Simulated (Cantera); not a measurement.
Predominance diagram of Ca at 1650 K against the partial pressures of O2 and Br2 (log10, bar). Source: NASA polynomial tables (part measured, part estimated), evaluated in Cantera. Candidates: Ca(l), CaBr2(l), CaO(s). Only these pure phases compete in this equilibrium. Not in the tables: oxide halides.

```
log p(Br2) \ log p(O2)
        columns: -9, -8.4, -7.9, -7.3, -6.8, -6.2, -5.6, -5.1, -4.5, -3.9, -3.4, -2.8, -2.2, -1.7, -1.1, -0.6, 0
      1  A A A A A A A A A A A A A A A A A
   -0.3  A A A A A A A A A A A A A A A A A
   -1.7  A A A A A A A A A A A A A A B B B
     -3  A A A A A A A A A B B B B B B B B
   -4.3  A A A A A B B B B B B B B B B B B
   -5.7  B B B B B B B B B B B B B B B B B
     -7  B B B B B B B B B B B B B B B B B
   -8.3  B B B B B B B B B B B B B B B B B
   -9.7  B B B B B B B B B B B B B B B B B
    -11  B B B B B B B B B B B B B B B B B
  -12.3  B B B B B B B B B B B B B B B B B
  -13.7  B B B B B B B B B B B B B B B B B
    -15  B B B B B B B B B B B B B B B B B
```

A: CaBr2(l); B: CaO(s).
